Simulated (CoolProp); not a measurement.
Vapour-liquid equilibrium of ethanol (1) + n-hexane (2) at 446.5 K; x and y are mole fractions of (1).

Model: multi-fluid Helmholtz-energy mixture model, Schroeder 2014 and Thol 2019; pair parameters Bell 2016, in CoolProp.

```tsv
x	bubble pressure (MPa)	y at the bubble point	dew pressure at overall composition x (MPa)	liquid density (mol/L)
0.05	1.351	0.141	1.223	5.740
0.125	1.562	0.272	1.327	5.917
0.2	1.707	0.355	1.442	6.128
0.275	1.806	0.414	1.567	6.386
0.35	1.874	0.462	1.698	6.701
0.425	1.921	0.505	1.822	7.085
0.5	1.950	0.546	1.916	7.548
0.575	1.965	0.588	1.962	8.098
0.65	1.964	0.635	1.960	8.740
0.725	1.946	0.689	1.927	9.482
0.8	1.909	0.753	1.875	10.33
0.875	1.851	0.831	1.816	11.30
0.95	1.774	0.926	1.754	12.41
```

y crosses x between x = 0.575 and 0.65: the model has an azeotrope there.

Pair parameters are fitted to limited data, so mixtures are less certain than the pure fluids.
